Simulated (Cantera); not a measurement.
# Chlorosilane synthesis and conversion: Si + HCl + H₂

Input: 1 mol Si, 0.83 mol HCl, 13 mol H₂, at 652 °C.

Cantera equilibrium calculation (NASA polynomials, part measured and part estimated; ideal gas, pure solids and liquids). Candidate condensed phases: Si; 19 gas species. The tables' values for SiCl₃ are old estimates; treat these amounts as uncertain. Rates play no part.

From 75.0 Torr to 22500 Torr the condensed part is Si(s). The main Si-bearing gas is SiCl₄ at 75.0 Torr and SiHCl₃ at 22500 Torr. The share of Si in condensed phases is highest at 75.0 Torr (79.1 %) and lowest at 22500 Torr (72.7 %).

| P (Pa) | log p H₂ | log p SiHCl₃ | log p SiCl₄ | log p HCl | log p SiH₂Cl₂ | n Si(s) |
|---|---|---|---|---|---|---|
| 10000 | -1.01 | -3.25 | -3.03 | -3.23 | -4.48 | 0.791 |
| 20000 | -0.71 | -2.89 | -2.75 | -3.01 | -4.04 | 0.784 |
| 42000 | -0.39 | -2.51 | -2.46 | -2.77 | -3.57 | 0.776 |
| 85000 | -0.08 | -2.15 | -2.18 | -2.55 | -3.13 | 0.769 |
| 170000 | 0.22 | -1.80 | -1.92 | -2.34 | -2.69 | 0.762 |
| 350000 | 0.54 | -1.45 | -1.66 | -2.11 | -2.25 | 0.754 |
| 720000 | 0.85 | -1.10 | -1.40 | -1.89 | -1.81 | 0.745 |
| 1500000 | 1.17 | -0.76 | -1.15 | -1.67 | -1.36 | 0.736 |
| 3000000 | 1.47 | -0.44 | -0.93 | -1.46 | -0.95 | 0.727 |
log p: log10 of the partial pressure in bar; n: condensed amount in mol.
